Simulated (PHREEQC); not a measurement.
0.14 g of hydrous ferric oxide (600 m²/g; 0.2 weak and 0.005 strong sites per Fe, Dzombak-Morel constants, diffuse double layer) in 1 kg of water with 0.1 mol/kgw of an inert sodium salt and 0.00019 mol SrCl2, at 25 °C; the pH is set by adding NaOH or the inert anion's acid. Oxygen is held at 0.21 atm. No CO2 enters from the air. Precipitation was switched off in this run.

Base run: PHREEQC, ion-association model, wateq4f.dat. Each further column changes one thing. The table gives surface charge σ (C/m²).

```csv
pH,base,background salt from 0.1 to 0.01 mol/kgw,oxide from 0.14 to 0.7 g/kgw,7.9e-05 mol/kgw MgCl2 added
3,0.363,0.326,0.363,0.363
4,0.321,0.219,0.321,0.321
4.5,0.273,0.163,0.273,0.273
5,0.215,0.115,0.215,0.215
6,0.112,0.051,0.112,0.112
7,0.045,0.018,0.045,0.045
7.5,0.024,0.009,0.024,0.024
8,0.006,0.002,0.006,0.008
9,-0.026,-0.009,-0.028,-0.012
```

The oxide is taken as insoluble; below pH 4 it would dissolve.
